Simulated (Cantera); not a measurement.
Cantera with NASA thermochemical tables; ideal gases at 1 bar, condensed phases pure. Values are per mole of reaction as written; species without (g) are pure solids or liquids, kept so even where they would boil at 1 bar.

Nb + O2(g) → NbO2, with ΔH° = -794.9 kJ and ΔS° = -187.1 J/K at 300 K.

Question: How far is the shortcut ΔG° ≈ ΔH°(300 K) − T·ΔS°(300 K) from the full temperature-dependent value at 650, 700, 750, 800, 850, 900, 950 K?

Answer: 
| T (K) | shortcut (kJ) | full (kJ) | difference (kJ) | difference in log10 K |
|---|---|---|---|---|
| 650 | -673.3 | -674.6 | 1.2 | -0.10 |
| 700 | -664.0 | -665.6 | 1.6 | -0.12 |
| 750 | -654.6 | -656.7 | 2.0 | -0.14 |
| 800 | -645.3 | -647.8 | 2.5 | -0.17 |
| 850 | -635.9 | -639.0 | 3.1 | -0.19 |
| 900 | -626.6 | -630.3 | 3.7 | -0.22 |
| 950 | -617.2 | -621.6 | 4.4 | -0.24 |
The shortcut ignores the heat-capacity change of the reaction.
